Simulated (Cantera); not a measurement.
A closed system holds: 1 mol B₂O₃, 13 mol H₂, 0.23 mol N₂, at 1702 °C and 21.0 Pa.

Method: chemical equilibrium by Gibbs-energy minimisation in Cantera with the NASA 1993 tables (ideal gas, pure condensed phases). Equilibrium is a limit: real reactors are often held back by kinetics, nucleation or transport.

```
species    before     after
-------  --------  --------
H₂          0.782     0.885
B₂O₃       0.0194    0.0407
HBO₂       0.0385    0.0286
H          0.0835   0.00204
BO         0.0317   0.00123
HBO        0.0200    0.0220
N₂         0.0152    0.0161
OH        7.81e-5   6.60e-8
BO₂      0.000474   2.74e-6
H₂O       0.00768  0.000850
B₂O₂      0.00144   0.00357
```
Gas species are given as mole fractions.

Q: Name the change that produced these shifts.
A. N₂ from 0.23 to 200 mol
B. temperature from 1702 °C to 1277 °C
C. H₂ from 13 to 29 mol
D. temperature from 1702 °C to 527 °C

A: B, temperature from 1702 °C to 1277 °C
